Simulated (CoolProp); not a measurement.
Properties of dimethyl ether along the isotherm 430.2 K.

Computed with CoolProp (reference Helmholtz-energy equation of state, Wu 2011).

```
p (bar)          phase  density (kg/m³)  cp (kJ/(kg K))  cv (kJ/(kg K))  isothermal compressibility (1/MPa)  viscosity (µPa s)
-------  -------------  ---------------  --------------  --------------  ----------------------------------  -----------------
12.1               gas            16.69           1.916           1.674                              0.8871               13.6
24.3               gas            36.32           2.054           1.713                              0.4829               14.1
36.4               gas            59.87           2.270           1.761                              0.3627               14.8
48.5               gas            90.09           2.654           1.821                              0.3217               15.9
60.6     supercritical            132.9           3.450           1.897                              0.3277               17.8
72.8     supercritical            202.4           5.223           1.976                              0.3607               21.4
84.9     supercritical            298.0           5.931           1.979                              0.2329               27.9
97       supercritical            359.1           4.573           1.937                              0.1007               34.0
109      supercritical            393.4           3.922           1.910                             0.05812               38.4
121      supercritical            416.7           3.579           1.893                             0.03976               41.9
133      supercritical            434.2           3.368           1.881                             0.02990               45.0
```

The peak of cp marks the crossing from liquid-like to gas-like fluid above the critical point.

Viscosity comes from a separate model (Meng 2012).
